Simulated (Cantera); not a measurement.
Feed: 1 mol Si₃H₈, 0.17 mol HCl, 5.3 mol H₂, held at 1823 K and 1330 Pa.

Equilibrium computed with Cantera from the NASA thermochemical tables; the gas is ideal and each condensed phase is pure. Candidate condensed phases: Si; 19 gas species. The feed counts by its element totals alone. The tables' values for SiCl are old estimates; treat these amounts as uncertain. Gases not in the tables: Si₂H₆ and higher silanes. Rates play no part.

Base state: H₂ 0.979, HCl 0.0162, H 0.00371, SiCl₂ 0.000804, Si 0.000332, SiCl 4.75e-5, Cl 4.69e-5, SiH 4.05e-5 (mole fractions); condensed: Si(l).

Problem. What changes in the equilibrium state with this change: HCl from 0.17 to 0.95 mol?

Solution. 
```tsv
species	before	after
H₂	0.979	0.917
HCl	0.0162	0.0646
SiCl₂	0.000804	0.0136
SiCl₃	6.95e-7	4.86e-5
Cl	4.69e-5	0.000193
SiCl	4.75e-5	0.000195
SiH₂	3.44e-5	3.22e-5
H	0.00371	0.00359
Si(l), mol	2.99	2.85
```
The tables' values for SiCl, SiCl₃ are old estimates; treat these amounts as uncertain.
